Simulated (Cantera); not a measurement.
What does this Cantera script print?

```python
import numpy as np
import cantera as ct

gas_names = [...]  # 114 gases of nasa_gas.yaml made of C, Fe, H, O
cond_names = """
    C(gr) C6H6(L) C7H8(L) C8H18(L),n-octa Fe(a) Fe(c) Fe(d) Fe(L) FeC5O5(L) FeO(s) FeO(L) Fe(OH)2(s)
    Fe(OH)3(s) Fe2O3(s) Fe3O4(s) H2O(s) H2O(L)
""".split()


# ... load() reads the species with a 1 bar reference pressure and builds the phases ...
atoms = {
    'Fe(CO)5': {'Fe': 1, 'C': 5, 'O': 5},
    'CO': {'C': 1, 'O': 1},
    'H2': {'H': 2},
}
top_T = {'C(gr)': 4500, 'Fe2O3(s)': 1830, 'Fe3O4(s)': 1870}  # K; cautious upper limits of use, not melting points


# ... equilibrate(T, P, feed) seeds the gas with the atoms and calls Mixture.equilibrate('TP', solver="vcs", rtol=1e-11, max_steps=5000) ...
results = []
feed = {'Fe(CO)5': 1, 'CO': 0.081, 'H2': 79}  # mol
P = 110  # Pa
for T in [823, 873, 923, 973, 1023, 1073, 1123, 1173, 1223, 1273, 1323]:
    mix = equilibrate(T, P, feed)
    results.append((T, P, feed, dict(zip(mix.species_names, mix.species_moles))))

top = {s: max(r[3][s] / sum(r[3][g] for g in gas_names) for r in results) for s in gas_names}
cols = sorted((s for s in top if top[s] > 0.0001), key=lambda s: -top[s])[:5]
seen = [c for c in cond_names if any(r[3].get(c, 0) > 1e-12 for r in results)]
print("log10 of partial pressures in bar; condensed amounts in mol")
print(f"{'T/K':>10s}" + "".join(f"{s[:9]:>10s}" for s in cols + seen))
for T, P, feed, n in results:
    ng = sum(n[g] for g in gas_names)
    print(f"{T:10.4g}" + "".join(f"{np.log10(max(n[s] / ng * P / 1e5, 1e-99)):10.3f}" for s in cols)
          + "".join(f"{n.get(c, 0):10.4g}" for c in seen))
```

Output:

```
log10 of partial pressures in bar; condensed amounts in mol
       T/K        H2        CO       CH4       H2O       CO2     C(gr)     Fe(a)     Fe(c)
       823    -2.986    -4.185    -6.002    -6.049    -6.690  0.007785         1         0
       873    -2.986    -4.180    -6.394    -6.463    -7.231         0         1         0
       923    -2.986    -4.178    -6.763    -6.817    -7.699         0         1         0
       973    -2.986    -4.178    -7.095    -7.138    -8.122         0         1         0
      1023    -2.986    -4.178    -7.394    -7.429    -8.504         0         1         0
      1073    -2.986    -4.177    -7.665    -7.694    -8.851         0         1         0
      1123    -2.986    -4.177    -7.911    -7.936    -9.166         0         1         0
      1173    -2.986    -4.177    -8.137    -8.158    -9.454         0         1         0
      1223    -2.986    -4.177    -8.346    -8.361    -9.717         0         0         1
      1273    -2.986    -4.177    -8.540    -8.547    -9.957         0         0         1
      1323    -2.986    -4.177    -8.724    -8.713   -10.173         0         0    0.9998
```

Equilibrium computed with Cantera from the NASA thermochemical tables; the gas is ideal and each condensed phase is pure. Condensed phases not in the tables: cementite and carbon dissolved in iron.
